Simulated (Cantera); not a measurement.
A perfectly stirred reactor is fed with CH4 : O2 : N2 = 1 : 1.67 : 6.27 (molar parts), equivalence ratio 1.2, at 1.30 bar; it is adiabatic with a 375 K inlet, and is followed from long to short residence time, starting on the burning branch (τ in s: 0.04, 0.024, 0.014, 0.0087, 0.0052, 0.0031, 0.0019, 0.0011, 0.00068, 0.00041, 0.00025, 0.00015, 8.9e-05).

Detailed kinetics in Cantera: GRI-Mech 3.0 (53 species, 325 reactions).

x: mole fraction; the columns are a selection and need not sum to one.

```tsv
τ (s)	T (K)	x CH4	x O2	x HO2	x H2O	x CH2	x CO	x C2H4
0.040	2170	1.79e-5	0.000376	1.40e-7	0.187	6.21e-7	0.0456	9.04e-9
0.024	2164	2.25e-5	0.000522	2.04e-7	0.186	8.80e-7	0.0457	1.42e-8
0.014	2155	2.91e-5	0.000737	3.00e-7	0.186	1.25e-6	0.0459	2.24e-8
0.0087	2146	3.70e-5	0.000994	4.17e-7	0.185	1.68e-6	0.0461	3.35e-8
0.0052	2133	4.91e-5	0.00136	5.87e-7	0.184	2.29e-6	0.0464	5.25e-8
0.0031	2118	6.69e-5	0.00185	8.16e-7	0.182	3.11e-6	0.0468	8.42e-8
0.0019	2102	9.17e-5	0.00244	1.10e-6	0.181	4.14e-6	0.0472	1.36e-7
0.0011	2080	0.000135	0.00329	1.52e-6	0.179	5.72e-6	0.0479	2.45e-7
0.00068	2059	0.000195	0.00424	2.02e-6	0.178	7.67e-6	0.0487	4.35e-7
0.00041	2033	…	…	…	0.176	…	0.0498	…
0.00025	2005	0.000474	0.00731	3.89e-6	0.174	1.51e-5	0.0515	1.89e-6
0.00015	1970	…	…	…	0.173	…	0.0542	…
8.9e-5	1905	0.00195	0.0170	1.35e-5	0.169	3.84e-5	0.0599	2.47e-5
```

### Question
Fill in the missing entries.

### Answer

- 0.00041, x CH4: 0.000298
- 0.00041, x O2: 0.00555
- 0.00041, x HO2: 2.77e-6
- 0.00041, x CH2: 1.06e-5
- 0.00041, x C2H4: 8.65e-7
- 0.00015, x CH4: 0.000832
- 0.00015, x O2: 0.0102
- 0.00015, x HO2: 6.09e-6
- 0.00015, x CH2: 2.26e-5
- 0.00015, x C2H4: 5.09e-6
